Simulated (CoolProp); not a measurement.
Vapour-liquid equilibrium of benzene (1) + n-nonane (2) at 1310 kPa; x and y are mole fractions of (1).

Model: multi-fluid Helmholtz-energy mixture model, Thol 2012 and Lemmon 2006; pair parameters Bell 2016, in CoolProp.

Question: Give the bubble temperature and the first vapour's composition at x = 0.05, 0.125, 0.65. Is there an azeotrope?

Answer: x = 0.05: 548.0 K, y = 0.108; x = 0.125: 537.4 K, y = 0.260; x = 0.65: 487.2 K, y = 0.833. No azeotrope shows between x = 0.05 and 0.95.

The pair parameters rest on a limited set of measurements; away from them the model extrapolates.
